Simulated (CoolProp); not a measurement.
Model: reference Helmholtz-energy equation of state, Bücker 2006, in CoolProp.

Q: For n-butane, give the phase and the speed of sound (m/s), isothermal compressibility (1/MPa), Prandtl number at 504.8 K and 6 MPa; 504.8 K and 9.43 MPa.

A: 
- 504.8 K and 6 MPa: supercritical; speed of sound 204, isothermal compressibility 0.255, Prandtl number 0.998
- 504.8 K and 9.43 MPa: supercritical; speed of sound 228, isothermal compressibility 0.119, Prandtl number 1.45

Viscosity comes from a separate model (Vogel 1999). Thermal conductivity comes from a separate model (Perkins 2002).
